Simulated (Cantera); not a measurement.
A perfectly stirred reactor is fed with 19.2 % CH3OH, 17.0 % O2, 63.8 % N2, at 9.87 atm; it is adiabatic with a 800 K inlet, and is followed from long to short residence time, starting on the burning branch (τ in s: 0.049, 0.021, 0.0092, 0.004, 0.0017, 0.00076, 0.00033, 0.00014, 6.2e-05, 2.7e-05, 1.2e-05, 5.1e-06).

Detailed kinetics in Cantera: GRI-Mech 3.0 (53 species, 325 reactions). GRI-Mech 3.0 was tuned for natural gas; its chemistry of methanol as a main component is partial and can be far from experiment.

Q: Predict: blow-out, bracketed by the residence times tried; x(CH3OH) at τ = 49.0 ms; x(O2) at τ = 49.0 ms; x(H) at τ = 49.0 ms; x(CH2) at τ = 49.0 ms; x(CH3) at τ = 49.0 ms; x(CH3OH) at τ = 0.330 ms; x(O2) at τ = 0.330 ms; x(H) at τ = 0.330 ms; x(CH2) at τ = 0.330 ms; x(CH3) at τ = 0.330 ms.

A: 
```json
{
 "blow_out_bracketed_by_the_residence_times_tried": "burning at 12.0 µs, out at 5.10 µs",
 "x(CH3OH) at τ = 49.0 ms": "9.21e-7",
 "x(O2) at τ = 49.0 ms": "2.23e-5",
 "x(H) at τ = 49.0 ms": "0.000703",
 "x(CH2) at τ = 49.0 ms": "4.66e-8",
 "x(CH3) at τ = 49.0 ms": "4.37e-6",
 "x(CH3OH) at τ = 0.330 ms": "3.09e-5",
 "x(O2) at τ = 0.330 ms": "0.000672",
 "x(H) at τ = 0.330 ms": "0.00365",
 "x(CH2) at τ = 0.330 ms": "1.76e-6",
 "x(CH3) at τ = 0.330 ms": "4.22e-5"
}
```
